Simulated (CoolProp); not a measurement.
Vapour-liquid equilibrium of R143a (1) + dimethyl ether (2) at 256.1 K; x and y are mole fractions of (1).

The numbers come from the multi-fluid Helmholtz-energy mixture model, Lemmon and Jacobsen 2000 and Wu 2011; pair parameters Bell 2016 in CoolProp.

Q: Give the bubble pressure and the first vapour's composition at x = 0.2, 0.575, 0.95. Is there an azeotrope?

A: x = 0.2: 0.1899 MPa, y = 0.394; x = 0.575: 0.2691 MPa, y = 0.753; x = 0.95: 0.3413 MPa, y = 0.974. No azeotrope shows between x = 0.05 and 0.95.

Pair parameters are fitted to limited data, so mixtures are less certain than the pure fluids.
